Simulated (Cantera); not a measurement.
Stirred combustor or abatement burner

A perfectly stirred reactor is fed with CH₃OH : O₂ : N₂ = 1 : 2.88 : 10.8 (molar parts), equivalence ratio 0.52, at 3.40 bar; it is adiabatic with a 750 K inlet, and is followed from long to short residence time, starting on the burning branch (τ in s: 0.079, 0.035, 0.015, 0.0066, 0.0029, 0.0013, 0.00055, 0.00024, 0.0001, 4.6e-05).

Computed with Cantera and GRI-Mech 3.0 (53 species, 325 reactions). GRI-Mech 3.0 was tuned for natural gas; its chemistry of methanol as a main component is partial and can be far from experiment.

```
τ (s)    T (K)   x CH₃OH    x O₂    x N₂O     x CH₂    x CH₂O
-------  -----  --------  ------  -------  --------  --------
0.079     1934   1.30e-6  0.0906  4.99e-7  8.80e-10   1.07e-6
0.035     1933   2.60e-6  0.0906  6.09e-7   1.72e-9   2.15e-6
0.015     1930   5.05e-6  0.0907  8.03e-7   3.21e-9   4.23e-6
0.0066    1925   9.19e-6  0.0908  1.06e-6   5.61e-9   7.82e-6
0.0029    1917   1.63e-5  0.0909  1.34e-6   9.74e-9   1.41e-5
0.0013    1904   2.83e-5  0.0913  1.51e-6   1.75e-8   2.50e-5
0.00055   1883   5.15e-5  0.0920  1.52e-6   3.71e-8   4.64e-5
0.00024   1849   9.69e-5  0.0936  1.36e-6   8.64e-8   8.77e-5
0.00010   1785  0.000229  0.0975  1.06e-6   2.14e-7  0.000202
4.6e-5     750    0.0681   0.196   <1e-12    <1e-12    <1e-12
```
x: mole fraction; the columns are a selection and need not sum to one.
